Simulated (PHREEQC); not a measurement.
Dissolve 16 mmol/kgw CuCl2 and 5.5 mmol/kgw NaCl at 70 °C. Closed to the air; pH follows from the charge balance.

Computed with PHREEQC (ion-association model, phreeqc.dat).

No solid was allowed to form.

Question: Predict the pH, ionic strength.

Answer: pH 4.19; ionic strength 0.0462 mol/kgw.

Question: In which forms is Cl present?

Answer: Cl- 90 %, CuCl+ 9.4 % of the Cl.

At this temperature some constants are extrapolated from 25 °C, and those without enthalpy data are left unchanged.
